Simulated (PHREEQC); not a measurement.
# Buffer

Consider water at 25 °C with 0.008 mol KH2PO4, 0.00037 mol Na2B4O7 and 0.000615 mol NaCl per kg of water. Closed to the air; pH follows from the charge balance.

All values are PHREEQC results (ion-association model, phreeqc.dat), not measurements.

Precipitation was switched off in this run.

Task: What pH does the model give?

Result: pH 6.08.

Task: In which forms is P present?

Result: H2PO4- 91 %, HPO4-2 9.1 % of the P.
